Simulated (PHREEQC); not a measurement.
Solution (25 °C): 0.2 mol KOH, 0.019 mol H3BO3 and 0.24 mol K2CO3 per kg of water. Closed to the air; pH follows from the charge balance.

Equilibrium calculation in PHREEQC: ion-association model, phreeqc.dat.

Problem. The ionic strength comes out as 0.920 mol/kgw. What activity coefficients do K+, OH-, CO3-2, H2BO3-, HCO3- get?

Solution. K+ 0.60, OH- 0.58, CO3-2 0.19, H2BO3- 0.78, HCO3- 0.66.

No solid was allowed to form. Caution: at this ionic strength the ion-association model is outside its range; a Pitzer model would be the better tool where its parameters exist.
